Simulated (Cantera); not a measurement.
Source: NASA polynomial tables (part measured, part estimated), evaluated in Cantera. Values are per mole of reaction as written; species without (g) are pure solids or liquids, kept so even where they would boil at 1 bar.

Question: Between 300 and 2798 K, where is each reaction favourable under standard conditions?
- Zr + O2(g) = ZrO2(g)
- 1.333 B + O2(g) = 0.6667 B2O3(g)
- 0.8 V + O2(g) = 0.4 V2O5

Answer: 
- Zr + O2(g) = ZrO2(g): ΔG° is -295 kJ at 300 K and -326 kJ at 2798 K; it stays negative (K > 1). ΔH° is -344 kJ and ΔS° -6 J/K at 2798 K.
- 1.333 B + O2(g) = 0.6667 B2O3(g): ΔG° is -550 kJ at 300 K and -465 kJ at 2798 K; it stays negative (K > 1). ΔH° is -640 kJ and ΔS° -62 J/K at 2798 K.
- 0.8 V + O2(g) = 0.4 V2O5: ΔG° is -567 kJ at 300 K and -216 kJ at 2798 K; it stays negative (K > 1). ΔH° is -591 kJ and ΔS° -134 J/K at 2798 K.
